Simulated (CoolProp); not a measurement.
Values from CoolProp's reference Helmholtz-energy equation of state, Akasaka 2024.

### Question
For R1132(E), give the phase and the cp (kJ/(kg K)) at 290.4 K and 0.00818 MPa; 290.4 K and 0.235 MPa.

### Answer
- 290.4 K and 0.00818 MPa: gas; cp 0.929
- 290.4 K and 0.235 MPa: gas; cp 0.961
